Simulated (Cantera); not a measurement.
What does this Cantera script print?

```python
import numpy as np
import cantera as ct

gas = ct.Solution("gri30.yaml")
gas.TPX = 400, 450000, {'C3H8': 1, 'O2': 8.33, 'N2': 31.3, 'H2O': 6.5}
inlet = ct.Reservoir(gas, clone=True)
gas.equilibrate("HP")  # start burning
reactor = ct.IdealGasConstPressureReactor(gas, energy="on", clone=False)
exhaust = ct.Reservoir(gas, clone=True)
tau = [0.022, 0.01, 0.0045, 0.002, 0.00091, 0.00041, 0.00019, 8.4e-05, 3.8e-05, 1.7e-05, 7.7e-06][0]
for a, b in ((inlet, reactor), (reactor, exhaust)):
    ct.MassFlowController(a, b, mdot=lambda t: reactor.mass / tau)
net = ct.ReactorNet([reactor])
show = ['C3H8', 'O2', 'H2O', 'C2H', 'C2H2', 'N2O', 'CO']

rows = []
print(f"{'tau/s':>10s}{'T/K':>9s}" + "".join(f"{s:>11s}" for s in show))
for tau in [0.022, 0.01, 0.0045, 0.002, 0.00091, 0.00041, 0.00019, 8.4e-05, 3.8e-05, 1.7e-05, 7.7e-06]:
    net.initial_time = 0.0
    net.advance(30 * tau)
    before = gas.X
    net.advance(40 * tau)
    drift = np.max(np.abs(gas.X - before) / (gas.X + 1e-9))
    rows.append([gas.T, *gas[show].X, drift])
    print(f"{tau:10.3e}{gas.T:9.1f}" + "".join(f"{x:11.3e}" for x in gas[show].X))
```

It prints:

```
     tau/s      T/K       C3H8         O2        H2O        C2H       C2H2        N2O         CO
 2.200e-02   1579.3  4.495e-06  6.950e-02  2.177e-01  1.206e-09  1.123e-05  9.687e-07  5.541e-04
 1.000e-02   1574.4  8.181e-06  6.978e-02  2.175e-01  2.002e-09  1.571e-05  1.211e-06  9.968e-04
 4.500e-03   1565.6  1.525e-05  7.033e-02  2.172e-01  3.146e-09  2.161e-05  1.328e-06  1.841e-03
 2.000e-03   1547.7  3.051e-05  7.152e-02  2.166e-01  4.454e-09  2.969e-05  1.227e-06  3.619e-03
 9.100e-04    400.0  2.122e-02  1.767e-01  1.379e-01  1.779e-48  5.858e-20  3.125e-22  1.632e-17
 4.100e-04    400.0  2.122e-02  1.767e-01  1.379e-01 -9.201e-56  2.768e-22  1.476e-24  7.713e-20
 1.900e-04    400.0  2.122e-02  1.767e-01  1.379e-01  2.504e-62  1.748e-23  9.325e-26  4.872e-21
 8.400e-05    400.0  2.122e-02  1.767e-01  1.379e-01  9.291e-65  1.104e-24  5.890e-27  3.077e-22
 3.800e-05    400.0  2.122e-02  1.767e-01  1.379e-01  2.766e-66  6.975e-26  3.721e-28  1.944e-23
 1.700e-05    400.0  2.122e-02  1.767e-01  1.379e-01  1.299e-67  4.406e-27  2.350e-29  1.228e-24
 7.700e-06    400.0  2.122e-02  1.767e-01  1.379e-01  5.842e-69  2.783e-28  1.485e-30  7.756e-26
```

Model: GRI-Mech 3.0 (53 species, 325 reactions), integrated in Cantera. GRI-Mech 3.0 was tuned for natural gas; its chemistry of propane as a main component is partial and can be far from experiment.
